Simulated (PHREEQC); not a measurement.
Consider water at 25 °C with 3.4 mmol/kgw CuSO4, 40 mmol/kgw HNO3 and 0.05 mmol/kgw Na2SO4. Closed to the air; pH follows from the charge balance.

Computed with PHREEQC (ion-association model, wateq4f.dat).

No solid was allowed to form.

Q: Order these S species by the share of S that they hold, largest first: SO4-2, CuSO4, HSO4-.

A: HSO4- (61 %), SO4-2 (34 %), CuSO4 (5.0 %)

The pH is 1.49 and the ionic strength 0.0489 mol/kgw.
